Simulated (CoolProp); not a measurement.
Model: reference Helmholtz-energy equation of state, Lemmon 2006, in CoolProp. It is a short technical equation, of lower accuracy than the large ones.

Problem. Give the vapour pressure (bar), liquid density (kg/m³), enthalpy of vaporisation (kJ/kg), vapour viscosity (µPa s) of saturated n-decane at 100.95 °C.

Solution. 
```tsv
T (°C)	p (bar)	liquid density (kg/m³)	enthalpy of vaporisation (kJ/kg)	vapour viscosity (µPa s)
100.95	0.0994	667	319	6.54
```

Viscosity comes from a separate model (Huber 2004).
